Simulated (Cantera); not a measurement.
## Gas-phase reforming

An isothermal, constant-pressure homogeneous reactor starts with CH₄ : H₂O = 1 : 2.3 (molar parts), at 1523 K and 1.01 bar.

Computed with Cantera and GRI-Mech 3.0 (53 species, 325 reactions).

| t (s) | x CH₄ | x H₂O | x HO₂ | x C₂H | x CO₂ | x CH₂O | x C₂H₆ |
|---|---|---|---|---|---|---|---|
| 5.00e-6 | 0.303 | 0.697 | <1e-12 | <1e-12 | <1e-12 | 3.50e-12 | 1.13e-9 |
| 2.41e-5 | 0.303 | 0.697 | <1e-12 | <1e-12 | <1e-12 | 3.19e-10 | 1.28e-7 |
| 0.000116 | 0.303 | 0.697 | <1e-12 | <1e-12 | <1e-12 | 2.64e-8 | 1.07e-5 |
| 0.000559 | 0.302 | 0.697 | <1e-12 | <1e-12 | 1.69e-11 | 5.85e-7 | 0.000185 |
| 0.00270 | 0.299 | 0.696 | <1e-12 | 5.08e-12 | 1.15e-8 | 5.42e-6 | 0.000868 |
| 0.0130 | 0.281 | 0.689 | <1e-12 | 3.60e-10 | 2.44e-6 | 1.18e-5 | 0.00112 |
| 0.0626 | 0.221 | 0.653 | <1e-12 | 2.51e-9 | 8.76e-5 | 6.10e-6 | 0.000463 |
| 0.302 | 0.118 | 0.584 | <1e-12 | 5.24e-9 | 0.00190 | 2.18e-6 | 0.000102 |
| 1.45 | 0.0552 | 0.480 | <1e-12 | 5.13e-9 | 0.0144 | 6.68e-7 | 2.40e-5 |
| 7.00 | 0.0408 | 0.348 | <1e-12 | 1.78e-9 | 0.0260 | 2.19e-7 | 1.13e-5 |
x: mole fraction; the columns are a selection and need not sum to one.

Equilibrium at this temperature and pressure: CH₄ 5.14e-7, H₂O 0.222, HO₂ <1e-12, C₂H <1e-12, CO₂ 0.0232, CH₂O 4.32e-8, C₂H₆ <1e-12 (gas phase only).
